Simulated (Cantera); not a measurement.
An isothermal, constant-pressure homogeneous reactor starts with NO : N2 = 1 : 0.17 (molar parts), at 2200 K and 0.770 atm. Integrator tolerance rtol = 1e-08.

Cantera simulation using GRI-Mech 3.0 (53 species, 325 reactions); the numbers are that mechanism's predictions, not measurements.

Task: What does this change do: temperature 2200 to 1725 K?

Result: 
```csv
quantity,before,after
x(NO) at 100 s,0.0151 (gas-phase equilibrium 0.0151),0.0268 (gas-phase equilibrium 0.00388)
x(N2) at 100 s,0.565 (gas-phase equilibrium 0.565),0.559 (gas-phase equilibrium 0.571)
x(O) at 100 s,0.00199 (gas-phase equilibrium 0.00199),4.26e-5 (gas-phase equilibrium 4.31e-5)
x(NO2) at 100 s,2.40e-5 (gas-phase equilibrium 2.40e-5),9.78e-5 (gas-phase equilibrium 1.44e-5)
x(O2) at 100 s,0.418 (gas-phase equilibrium 0.418),0.414 (gas-phase equilibrium 0.425)
```

Task: What does this change do: temperature 2200 to 1650 K?

Result: 
| quantity | before | after |
|---|---|---|
| x(NO) at 100 s | 0.0151 (gas-phase equilibrium 0.0151) | 0.0837 (gas-phase equilibrium 0.00290) |
| x(N2) at 100 s | 0.565 (gas-phase equilibrium 0.565) | 0.531 (gas-phase equilibrium 0.571) |
| x(O) at 100 s | 0.00199 (gas-phase equilibrium 0.00199) | 1.83e-5 (gas-phase equilibrium 1.93e-5) |
| x(NO2) at 100 s | 2.40e-5 (gas-phase equilibrium 2.40e-5) | 0.000353 (gas-phase equilibrium 1.29e-5) |
| x(O2) at 100 s | 0.418 (gas-phase equilibrium 0.418) | 0.385 (gas-phase equilibrium 0.426) |
